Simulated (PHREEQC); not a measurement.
0.082 g of hydrous ferric oxide (600 m²/g; 0.2 weak and 0.005 strong sites per Fe, Dzombak-Morel constants, diffuse double layer) in 1 kg of water with 0.005 mol/kgw of an inert sodium salt and 7.3e-07 mol/kgw CuCl2 and 2.4e-07 mol/kgw NaH2PO4, at 25 °C; the pH is set by adding NaOH or the inert anion's acid. Oxygen is held at 0.21 atm. The system is closed to CO2. No solid was allowed to form.

All values are PHREEQC results (ion-association model, wateq4f.dat), not measurements.

Task: Predict Cu sorbed (%), surface charge σ (C/m²) at pH = 4.5, 5.5, 6.5, 9.5.

Result: 
```csv
pH,Cu sorbed (%),surface charge σ (C/m²)
4.5,5.8,0.131
5.5,76.6,0.060
6.5,99.5,0.023
9.5,99.9,-0.018
```

Complexes and solids missing from the database can't appear. H3PO4, which wateq4f.dat lacks, is added to it with the constant of phreeqc.dat. The database has no phosphate complexes of Cu. The database's constant for dissolved Cu(OH)2 is higher than later reviews accept.
